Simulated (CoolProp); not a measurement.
The numbers come from the reference Helmholtz-energy equation of state, Thol 2016 in CoolProp.

Q: For hexamethyldisiloxane (MM), give the phase and the Z, cp (kJ/(kg K)), cv (kJ/(kg K)), speed of sound (m/s) at 426.6 K and 2.32 MPa; 426.6 K and 2.61 MPa.

A: 
- 426.6 K and 2.32 MPa: liquid; Z 0.173, cp 2.27, cv 1.86, speed of sound 483
- 426.6 K and 2.61 MPa: liquid; Z 0.194, cp 2.26, cv 1.86, speed of sound 488
